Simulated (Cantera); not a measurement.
# Equilibrium for silicon carbide growth: CH3SiCl3 + C2H2 + H2

Input: 1 mol CH3SiCl3, 0.4 mol C2H2, 720 mol H2, held at 0.170 bar.

These are equilibrium values from Cantera (NASA tables, ideal gas, pure condensed phases), not measurements of a reactor. Candidate condensed phases: C, C6H6, C7H8, C8H18, Si, SiC; 109 gas species. The feed counts by its element totals alone. The tables' values for SiCl are old estimates; treat these amounts as uncertain. Gases not in the tables: Si2H6 and higher silanes. The numbers say what is thermodynamically allowed, not how fast it happens.

| T (K) | x H2 | x H | x HCl | x C2H2 (acetylene) | x Si | x CH4 | x Cl | x SiH | n SiC(s) | n C(graphite) |
|---|---|---|---|---|---|---|---|---|---|---|
| 1275 | 0.995 | 1.78e-6 | 0.00415 | 1.92e-7 | <1e-12 | 0.00111 | 6.32e-9 | 1.63e-12 | 1.000 | 0 |
| 1475 | 0.995 | 3.14e-5 | 0.00415 | 6.64e-6 | 2.23e-10 | 0.000490 | 1.06e-7 | 3.27e-10 | 1.000 | 0.436 |
| 1675 | 0.995 | 0.000281 | 0.00414 | 5.78e-5 | 3.43e-8 | 0.000203 | 9.13e-7 | 2.37e-8 | 0.999 | 0.569 |
| 1875 | 0.994 | 0.00158 | 0.00414 | 0.000315 | 1.78e-6 | 0.000102 | 4.99e-6 | 6.80e-7 | 0.996 | 0.271 |
| 2075 | 0.989 | 0.00642 | 0.00410 | 0.000578 | 6.25e-5 | 4.00e-5 | 1.97e-5 | 1.47e-5 | 0.923 | 0 |
| 2275 | 0.973 | 0.0203 | 0.00401 | 0.00114 | 0.000940 | 2.01e-5 | 6.05e-5 | 0.000147 | 0 | 0 |
| 2475 | 0.941 | 0.0529 | 0.00387 | 0.00115 | 0.00111 | 8.35e-6 | 0.000154 | 0.000122 | 0 | 0 |
x: gas mole fraction; n: condensed amount in mol.

At 1275 K the condensed part is SiC(s). From 1475 K to 1875 K the condensed part is C(graphite) + SiC(s). At 2075 K the condensed part is SiC(s). From 2275 K to 2475 K nothing is condensed. The main Si-bearing gas is SiCl2 at 1275 K and Si at 2475 K.
